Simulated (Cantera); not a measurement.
**Diamond growth**

A diamond (100) surface in a fixed gas of H2 with x(CH4) = 0.013, x(CH3) = 0.00051, at 1125 K, 72.8 Torr; coverages are run to steady state.

Model: the Harris–Goodwin 1993 mechanism for the reconstructed diamond (100) surface, integrated in Cantera.

```
x(H)     growth (µm/h)  θ c6HH  θ c6H*  θ c6*H   θ c6**   θ c6HM
-------  -------------  ------  ------  ------  -------  -------
0.0001            1.59   0.553  0.0223   0.333  0.00368   0.0524
0.00024           4.12   0.495  0.0250   0.374  0.00744   0.0598
0.00055           8.91   0.470  0.0264   0.395   0.0117   0.0596
0.0013            16.8   0.465  0.0276   0.413   0.0155   0.0496
0.0031            26.3   0.471  0.0287   0.429   0.0183   0.0333
0.0072            33.9   0.479  0.0297   0.442   0.0199   0.0187
0.017             38.7   0.485  0.0304   0.449   0.0208  0.00909
0.04              41.3   0.488  0.0311   0.453   0.0213  0.00413
0.093             42.7   0.490  0.0324   0.453   0.0218  0.00184
```
θ: site fractions in the mechanism's names (c6HH fully hydrogenated, c6H* and c6*H radical sites, c6** diradical, c6HM methylated).
